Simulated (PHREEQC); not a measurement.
Solution (62 °C): 1.7e-05 mol/kgw Ca(HCO3)2. Closed to the air; pH follows from the charge balance.

Equilibrium calculation in PHREEQC: ion-association model, wateq4f.dat.

Precipitation was switched off in this run.

Problem. Order these C species by the share of C that they hold, largest first: CO2, CO3-2, HCO3-.

Solution. HCO3- (92 %), CO2 (7.4 %), CO3-2 (0.17 %)

The pH is 7.38 and the ionic strength 5.11e-5 mol/kgw. At this temperature some constants are extrapolated from 25 °C, and those without enthalpy data are left unchanged.
